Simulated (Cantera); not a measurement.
## Equilibrium for silicon carbide growth: (CH₃)₂SiCl₂ + C₂H₂ + H₂

Input: 1 mol (CH₃)₂SiCl₂, 0.075 mol C₂H₂, 550 mol H₂, equilibrated at 750 Torr.

Equilibrium computed with Cantera from the NASA thermochemical tables; the gas is ideal and each condensed phase is pure. Candidate condensed phases: C, C₆H₆, C₇H₈, C₈H₁₈, Si, SiC; 109 gas species. The feed counts by its element totals alone. Kinetics and transport are ignored.

```csv
T (K),x H₂,x HCl,x CH₄,x H,n SiC(s),n C(graphite)
998,0.994,0.00348,0.00212,2.15e-9,0.975,0
1098,0.994,0.00360,0.00208,2.47e-8,0.997,0
1198,0.994,0.00361,0.00208,1.90e-7,0.999,0
1298,0.994,0.00362,0.00208,1.07e-6,1.000,0
1398,0.994,0.00362,0.00208,4.72e-6,1.000,0
1498,0.994,0.00362,0.00206,1.71e-5,1.000,0
1598,0.995,0.00361,0.00163,5.31e-5,1.000,0.215
1698,0.995,0.00361,0.00109,0.000144,0.999,0.461
1798,0.995,0.00361,0.000767,0.000351,0.999,0.529
```
x: gas mole fraction; n: condensed amount in mol.

From 998 K to 1498 K the condensed part is SiC(s). From 1598 K to 1798 K the condensed part is C(graphite) + SiC(s). The main Si-bearing gas is SiHCl₃ at 998 K and SiCl₂ at 1798 K.
